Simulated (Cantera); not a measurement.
**Cu2O + C + CO + H2 (carbothermic reduction)**

Charge: 1 mol Cu2O, 2.3 mol C, 0.13 mol CO, 0.1 mol H2, held at 3.40 bar.

Equilibrium computed with Cantera from the NASA thermochemical tables; the gas is ideal and each condensed phase is pure. Candidate condensed phases: C, C6H6, C7H8, C8H18, Cu, CuO, Cu(OH)2, Cu2O, H2O; 113 gas species. Rates play no part.

```
T (°C)   x CO     x Cu    x H2       x H     x Cu2  x C2H2 (acetylene)    x CO2    x C2H  n C(graphite)  n Cu(l)
------  -----  -------  ------  --------  --------  ------------------  -------  -------  -------------  -------
1950    0.911  0.00812  0.0798  0.000982   6.58e-5            0.000232  2.79e-5  1.05e-7           1.30     1.99
2025    0.905   0.0139  0.0790   0.00146  0.000137            0.000338  2.09e-5  2.81e-7           1.30     1.98
2100    0.896   0.0231  0.0778   0.00211  0.000272            0.000478  1.59e-5  7.02e-7           1.30     1.97
2175    0.883   0.0371  0.0760   0.00298  0.000515            0.000657  1.21e-5  1.65e-6           1.30     1.95
2250    0.863   0.0578  0.0734   0.00408  0.000936            0.000874  9.28e-6  3.67e-6           1.30     1.92
2325    0.834   0.0878  0.0699   0.00546   0.00164             0.00113  7.04e-6  7.70e-6           1.30     1.88
2400    0.793    0.130  0.0652   0.00710   0.00278             0.00139  5.24e-6  1.53e-5           1.30     1.81
```
x: gas mole fraction; n: condensed amount in mol.

From 1950 °C to 2400 °C the condensed part is C(graphite) + Cu(l). The main Cu-bearing gas is Cu throughout. The share of Cu in condensed phases is highest at 1950 °C (99.5 %) and lowest at 2400 °C (90.3 %).
